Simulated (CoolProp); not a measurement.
The numbers come from the reference Helmholtz-energy equation of state, Thol 2014 in CoolProp.

Task: For chloromethane (R40), give the phase and the density (kg/m³), cp (kJ/(kg K)), cv (kJ/(kg K)), expansivity (1/kK) at 208.85 °C and 2140 kPa; 226.85 °C and 2140 kPa.

Result: 
- 208.85 °C and 2140 kPa: gas; density 29.1, cp 1.17, cv 0.931, expansivity 2.67
- 226.85 °C and 2140 kPa: gas; density 27.8, cp 1.18, cv 0.950, expansivity 2.50
